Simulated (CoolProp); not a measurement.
Vapour-liquid equilibrium of cyclohexane (1) + m-xylene (2) at 0.146 MPa; x and y are mole fractions of (1).

The numbers come from the multi-fluid Helmholtz-energy mixture model, Zhou 2014 and Zhou 2012; pair parameters Bell 2016 in CoolProp.

```json
[
 {"x": "0.05", "bubble temperature (°C)": "146.1", "y at the bubble point": "0.197", "dew temperature at overall composition x (°C)": "151.5", "liquid density (mol/L)": "(withheld)"},
 {"x": "0.2", "bubble temperature (°C)": "129.7", "y at the bubble point": "0.555", "dew temperature at overall composition x (°C)": "(withheld)", "liquid density (mol/L)": "7.332"},
 {"x": "0.35", "bubble temperature (°C)": "118.4", "y at the bubble point": "0.731", "dew temperature at overall composition x (°C)": "139.8", "liquid density (mol/L)": "(withheld)"},
 {"x": "0.5", "bubble temperature (°C)": "110.4", "y at the bubble point": "(withheld)", "dew temperature at overall composition x (°C)": "132.6", "liquid density (mol/L)": "(withheld)"},
 {"x": "0.65", "bubble temperature (°C)": "104.3", "y at the bubble point": "(withheld)", "dew temperature at overall composition x (°C)": "124.0", "liquid density (mol/L)": "7.934"},
 {"x": "0.8", "bubble temperature (°C)": "(withheld)", "y at the bubble point": "0.945", "dew temperature at overall composition x (°C)": "113.0", "liquid density (mol/L)": "(withheld)"},
 {"x": "0.95", "bubble temperature (°C)": "94.8", "y at the bubble point": "0.987", "dew temperature at overall composition x (°C)": "98.7", "liquid density (mol/L)": "8.325"}
]
```

Q: Fill in the missing entries.

A: 
- 0.05, liquid density (mol/L): 7.077
- 0.2, dew temperature at overall composition x (°C): 146.0
- 0.35, liquid density (mol/L): 7.549
- 0.5, y at the bubble point: 0.831
- 0.5, liquid density (mol/L): 7.745
- 0.65, y at the bubble point: 0.896
- 0.8, bubble temperature (°C): 99.2
- 0.8, liquid density (mol/L): 8.125

No azeotrope shows between x = 0.05 and 0.95.

Pair parameters are fitted to limited data, so mixtures are less certain than the pure fluids.
